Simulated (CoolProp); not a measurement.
Vapour-liquid equilibrium of fluoroethane (R161) (1) + R134a (2) at 1.88 MPa; x and y are mole fractions of (1).

The numbers come from the multi-fluid Helmholtz-energy mixture model, Wu 2012 and Tillner-Roth 1994; pair parameters Bell 2016 in CoolProp.

Task: Give the bubble temperature and the first vapour's composition at x = 0.2, 0.275, 0.8. Is there an azeotrope?

Result: x = 0.2: 336.4 K, y = 0.220; x = 0.275: 335.7 K, y = 0.301; x = 0.8: 329.6 K, y = 0.832. No azeotrope shows between x = 0.05 and 0.95.

Pair parameters are fitted to limited data, so mixtures are less certain than the pure fluids.
